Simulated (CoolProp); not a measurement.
A simple Rankine cycle with R113: condensing at 294.15 K, boiler at 1.9 MPa, turbine inlet 464 K, turbine efficiency 0.9, pump efficiency 0.8, no recuperator. Each further row changes one setting.

Computed with CoolProp (reference Helmholtz-energy equation of state, Marx 1992).

| case | thermal efficiency (%) | net work (kJ/kg) | heat in (kJ/kg) | turbine exit temperature (K) | volume ratio over the turbine |
|---|---|---|---|---|---|
| as stated | 22.0 | 55.8 | 254 | 361.2 | 53.5 |
| turbine inlet 484 K | ___ | 59.8 | 273 | 381.9 | ___ |
| condensing temperature 286.15 K | 23.1 | 60.4 | 261 | ___ | 73.7 |
| boiler pressure 1.33 MPa | 20.5 | ___ | 262 | ___ | 34.0 |
| turbine efficiency 0.8 | 19.4 | 49.4 | 254 | 370.1 | 54.9 |

Problem. What belongs in the gaps?

Solution. 
- turbine inlet 484 K, thermal efficiency (%): 21.9
- turbine inlet 484 K, volume ratio over the turbine: 50.6
- condensing temperature 286.15 K, turbine exit temperature (K): 354.5
- boiler pressure 1.33 MPa, net work (kJ/kg): 53.9
- boiler pressure 1.33 MPa, turbine exit temperature (K): 375.4
